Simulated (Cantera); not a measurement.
An isothermal, constant-pressure homogeneous reactor starts with 81.4 % NO, 18.6 % N2, at 1998 K and 100.0 Torr.

Cantera simulation using GRI-Mech 3.0 (53 species, 325 reactions); the numbers are that mechanism's predictions, not measurements.

One state of this run: x NO = 0.0413; x O = 0.00113; x N2 = 0.572; x O2 = 0.385; x N2O = 6.67e-7; x NO2 = 3.53e-5. x: mole fraction; the columns are a selection and need not sum to one.

Which value of t (s) does it belong to?
A. 0.0220
B. 8.97
C. 0.00931
D. 0.122

B, 8.97
